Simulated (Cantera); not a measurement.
Standard-state values (1 bar) from the NASA 1993 polynomials, evaluated with Cantera. Values are per mole of reaction as written; species without (g) are pure solids or liquids, kept so even where they would boil at 1 bar.

Question: Between 300 and 1075 K, where is each reaction favourable under standard conditions?
- CO2(g) = CO(g) + O(g)
- 3 CO2(g) = O3(g) + 3 CO(g)
- CO2(g) = 2 O(g) + C

Answer: 
- CO2(g) = CO(g) + O(g): ΔG° is 489 kJ at 300 K and 372 kJ at 1075 K; it stays positive (K < 1). ΔH° is 535 kJ and ΔS° 152 J/K at 1075 K.
- 3 CO2(g) = O3(g) + 3 CO(g): ΔG° is 934 kJ at 300 K and 783 kJ at 1075 K; it stays positive (K < 1). ΔH° is 990 kJ and ΔS° 193 J/K at 1075 K.
- CO2(g) = 2 O(g) + C: ΔG° is 858 kJ at 300 K and 762 kJ at 1075 K; it stays positive (K < 1). ΔH° is 901 kJ and ΔS° 129 J/K at 1075 K.
